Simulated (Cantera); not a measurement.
## NO annealing gas

A perfectly stirred reactor is fed with NO : N₂ = 1 : 1.8 (molar parts), at 495 Torr; it is held at 2223 K, and followed from long to short residence time.

Computed with Cantera and GRI-Mech 3.0 (53 species, 325 reactions).

```tsv
τ (s)	x NO	x NO₂	x O	x O₂	x N₂	x N₂O
0.93	0.0584	4.92e-5	0.00150	0.148	0.792	1.96e-6
0.49	0.0875	7.02e-5	0.00143	0.134	0.777	3.83e-6
0.26	0.130	9.59e-5	0.00132	0.113	0.756	7.99e-6
0.14	0.183	0.000119	0.00117	0.0860	0.729	1.58e-5
0.071	0.246	0.000130	0.000963	0.0549	0.698	2.89e-5
0.038	0.293	0.000122	0.000773	0.0317	0.675	4.18e-5
0.020	0.323	0.000106	0.000615	0.0165	0.660	5.19e-5
0.010	0.341	8.88e-5	0.000499	0.00779	0.651	5.82e-5
0.0055	0.348	7.78e-5	0.000433	0.00401	0.647	6.06e-5
0.0029	0.353	6.86e-5	0.000380	0.00192	0.645	6.11e-5
0.0015	0.355	5.92e-5	0.000327	0.000841	0.644	5.95e-5
```
x: mole fraction; the columns are a selection and need not sum to one.
